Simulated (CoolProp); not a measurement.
CF4 (R14) along the isotherm 353.6 K: density (kg/m³) from the reference equation and from simpler models built on Tc = 227.4 K, pc = 3.762 MPa, ω = 0.178; each cubic takes its own stable root.

Values from CoolProp's reference Helmholtz-energy equation of state, Platzer 1990. This equation is an older, rougher fit; its heat capacities, sound speeds and derivatives of the liquid may be far off and weren't checked against measurements.

```tsv
p (MPa)	phase	reference
2.89	gas	91.07
5.79	supercritical	191.0
8.68	supercritical	296.3
11.6	supercritical	402.7
14.5	supercritical	501.4
17.4	supercritical	588.7
20.3	supercritical	663.4
23.2	supercritical	727.0
26	supercritical	779.7
28.9	supercritical	827.0
31.8	supercritical	868.4
34.7	supercritical	905.1
37.6	supercritical	938.0
```

Problem. How far does each simpler model (ideal gas, van der Waals, Soave-Redlich-Kwong) lie from the reference over these 13 states: mean and median of the absolute difference, and the worst?

Solution. 
- ideal gas: mean 9.8 %, median 9.6 %, worst +20.0 % at 353.6 K and 37.6 MPa
- van der Waals: mean 5.5 %, median 5.9 %, worst +11.1 % at 353.6 K and 11.6 MPa
- Soave-Redlich-Kwong: mean 2.6 %, median 2.8 %, worst -4.7 % at 353.6 K and 14.5 MPa
